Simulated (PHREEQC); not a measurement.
Dissolve 0.18 mol/kgw NH4Cl, 0.0014 mol/kgw NaOH and 0.00014 mol/kgw KCl at 25 °C. Closed to the air; pH follows from the charge balance.

The numbers come from PHREEQC with the ion-association model, phreeqc.dat.

Each row changes one thing in this solution. Precipitation was switched off in this run.

```csv
case,pH,NH3 (mol/kgw),SI of Halite (NaCl)
as made,7.32,0.00140,-5.43
KCl replaced by MgCl2 at the same molality,7.32,0.00140,-5.43
NaOH from 0.0014 to 0.00154 mol/kgw,7.36,0.00154,-5.39
temperature from 25 to 45 °C,6.75,0.00140,-5.46
NaOH from 0.0014 to 0.0028 mol/kgw,7.62,0.00280,-5.13
diluted 100-fold with water,7.16,[?],[?]
0.0039 mol/kgw Ca(OH)2 added,[?],0.00920,-5.43
KCl left out,7.32,0.00140,-5.43
```

Question: Complete the blanks.

Answer: 
- diluted 100-fold with water, NH3 (mol/kgw): 1.39e-5
- diluted 100-fold with water, SI of Halite (NaCl): -9.21
- 0.0039 mol/kgw Ca(OH)2 added, pH: 8.16

At this temperature some constants are extrapolated from 25 °C, and those without enthalpy data are left unchanged.
